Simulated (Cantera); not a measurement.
An adiabatic, constant-volume homogeneous reactor starts with 10.1 % CH4, 0.788 % CO, 18.7 % O2, 70.4 % N2, equivalence ratio 1.1, at 1748 K and 5700 Torr.

Model: GRI-Mech 3.0 (53 species, 325 reactions), integrated in Cantera. Above 3000 K some thermodynamic fits are extrapolated.

### Question
Predict: time of steepest temperature rise; temperature at 7.00 s; equilibrium temperature; x(CO) at 7.00 s; x(O2) at 7.00 s; x(H2) at 7.00 s.

### Answer
```json
{
 "time_of_steepest_temperature_rise": "28.0 µs",
 "temperature at 7.00 s": "3186 K",
 "equilibrium_temperature": "3186 K",
 "x(CO) at 7.00 s": "0.0606 (gas-phase equilibrium 0.0606)",
 "x(O2) at 7.00 s": "0.0130 (gas-phase equilibrium 0.0130)",
 "x(H2) at 7.00 s": "0.0271 (gas-phase equilibrium 0.0271)"
}
```
